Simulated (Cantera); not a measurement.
A perfectly stirred reactor is fed with CH₄ : H₂ : O₂ = 0.018 : 1 : 0.013 (molar parts), equivalence ratio 41, at 0.0263 atm; it is held at 2673 K, and followed from long to short residence time.

Detailed kinetics in Cantera: GRI-Mech 3.0 (53 species, 325 reactions). Radical loss at walls, strong at low pressure, is not modelled.

### Question
Predict: x(CH₄) at τ = 0.450 s; x(H₂) at τ = 0.450 s; x(O₂) at τ = 0.450 s; x(CO₂) at τ = 0.450 s; x(CH₄) at τ = 49.0 ms; x(H₂) at τ = 49.0 ms; x(O₂) at τ = 49.0 ms; x(CO₂) at τ = 49.0 ms.

### Answer
- x(CH₄) at τ = 0.450 s = 6.73e-7
- x(H₂) at τ = 0.450 s = 0.758
- x(O₂) at τ = 0.450 s = 4.48e-7
- x(CO₂) at τ = 0.450 s = 1.87e-5
- x(CH₄) at τ = 49.0 ms = 0.000107
- x(H₂) at τ = 49.0 ms = 0.880
- x(O₂) at τ = 49.0 ms = 3.90e-6
- x(CO₂) at τ = 49.0 ms = 2.12e-5
